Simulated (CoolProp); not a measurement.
Vapour-liquid equilibrium of diethyl ether (1) + acetone (2) at 96.15 °C; x and y are mole fractions of (1).

Values from CoolProp's multi-fluid Helmholtz-energy mixture model, Thol 2014 and Lemmon 2006; pair parameters Bell 2016.

```tsv
x	bubble pressure (MPa)	y at the bubble point	dew pressure at overall composition x (MPa)	liquid density (mol/L)
0.05	0.3603	0.105	0.3477	11.78
0.2	0.4273	0.346	0.3845	11.06
0.35	0.4848	0.513	0.4285	10.41
0.5	0.5303	0.635	0.4801	9.815
0.65	0.5643	0.736	0.5356	9.285
0.8	0.5878	0.834	0.5810	8.818
0.95	0.5989	0.951	0.5989	8.418
```

No azeotrope shows between x = 0.05 and 0.95.

The pair parameters rest on a limited set of measurements; away from them the model extrapolates.
